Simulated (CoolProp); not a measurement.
Vapour-liquid equilibrium of carbon dioxide (1) + propylene (2) at 252.1 K; x and y are mole fractions of (1).

The numbers come from the multi-fluid Helmholtz-energy mixture model, Span 1996 and Lemmon 2013; pair parameters Bell 2016 in CoolProp.

| x | bubble pressure, mixture model (kPa) | bubble pressure, Raoult's law (kPa) | y, mixture model | y, Raoult's law |
|---|---|---|---|---|
| 0.05 | 433.6 | 375.1 | 0.331 | 0.254 |
| 0.15 | 687.9 | 536.3 | 0.598 | 0.533 |
| 0.25 | [?] | 697.5 | 0.712 | 0.683 |
| 0.35 | [?] | 858.7 | 0.775 | 0.777 |
| 0.45 | 1242 | 1020 | [?] | 0.841 |
| 0.55 | [?] | 1181 | 0.850 | 0.888 |
| 0.65 | 1494 | 1342 | 0.879 | 0.923 |
| 0.75 | 1609 | 1504 | 0.907 | 0.951 |
| 0.85 | 1724 | 1665 | 0.939 | 0.973 |
| 0.95 | 1845 | 1826 | 0.977 | 0.992 |

Some entries are withheld; supply them.


- 0.25, bubble pressure, mixture model (kPa): 906.0
- 0.35, bubble pressure, mixture model (kPa): 1089
- 0.45, y, mixture model: 0.818
- 0.55, bubble pressure, mixture model (kPa): 1374

The largest gap from Raoult's law is +29.9 % in bubble pressure, at x = 0.25. No azeotrope shows between x = 0.05 and 0.95.

Pair parameters are fitted to limited data, so mixtures are less certain than the pure fluids.
